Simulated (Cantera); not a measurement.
Feed: 1 mol Cr2O3, 630 mol H2, 5.5 mol N2, held at 2.50 bar.

Method: chemical equilibrium by Gibbs-energy minimisation in Cantera with the NASA 1993 tables (ideal gas, pure condensed phases). Candidate condensed phases: Cr, CrN, Cr2N, Cr2O3, H2O; 29 gas species. Mutual solubility and eutectic melting of coexisting phases are not modelled. Rates play no part.

Problem. At 1598 K, list the 5 most abundant gas species with their mole fractions, and the condensed phases.

Solution. H2 0.989, N2 0.00865, H2O 0.00225, H 3.35e-5, NH3 1.07e-5. Condensed: Cr(s) + Cr2O3(s).
